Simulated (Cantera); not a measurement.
Feed: 1 mol CH3SiH3, 88 mol H2, equilibrated at 0.00120 bar.

Method: chemical equilibrium by Gibbs-energy minimisation in Cantera with the NASA 1993 tables (ideal gas, pure condensed phases). Candidate condensed phases: C, C6H6, C7H8, C8H18, Si, SiC; 87 gas species. The feed counts by its element totals alone. Gases not in the tables: Si2H6 and higher silanes. Rates play no part.

### Question
What share of the Si ends up in condensed phases as a function of T (°C), at 1127, 1227, 1327, 1427, 1527, 1627, 1727, 1827, 1927, 2027?

### Answer
```csv
T (°C),Si condensed (%),as
1127,100.0,SiC(s)
1227,100.0,SiC(s)
1327,100.0,SiC(s)
1427,99.8,SiC(s)
1527,98.9,SiC(s)
1627,95.2,SiC(s)
1727,79.1,SiC(s)
1827,2.8,SiC(s)
1927,0.0,-
2027,0.0,-
```
